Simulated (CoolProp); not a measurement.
Vapour-liquid equilibrium of n-butane (1) + cis-2-butene (2) at 0.771 MPa; x and y are mole fractions of (1).

Values from CoolProp's multi-fluid Helmholtz-energy mixture model, Bücker 2006 and Lemmon 2005; pair parameters Bell 2016.

| x | bubble temperature, mixture model (°C) | bubble temperature, Raoult's law (°C) | y, mixture model | y, Raoult's law |
|---|---|---|---|---|
| 0.05 | ___ | 71.6 | ___ | 0.054 |
| 0.15 | 70.8 | 71.2 | 0.165 | 0.162 |
| 0.25 | 70.2 | 70.8 | ___ | 0.267 |
| 0.35 | 69.7 | 70.4 | 0.369 | 0.371 |
| 0.45 | 69.3 | 70.0 | ___ | 0.472 |
| 0.55 | 69.0 | 69.6 | 0.565 | 0.572 |
| 0.65 | 68.7 | 69.2 | 0.662 | 0.670 |
| 0.75 | 68.4 | 68.9 | 0.758 | 0.767 |
| 0.85 | 68.2 | 68.5 | 0.855 | 0.861 |
| 0.95 | 68.0 | 68.1 | 0.952 | 0.954 |

Fill in the missing entries.


- 0.05, bubble temperature, mixture model (°C): 71.4
- 0.05, y, mixture model: 0.057
- 0.25, y, mixture model: 0.269
- 0.45, y, mixture model: 0.468

The largest gap from Raoult's law is -0.7 K in bubble temperature, at x = 0.45. No azeotrope shows between x = 0.05 and 0.95.

The pair parameters rest on a limited set of measurements; away from them the model extrapolates.
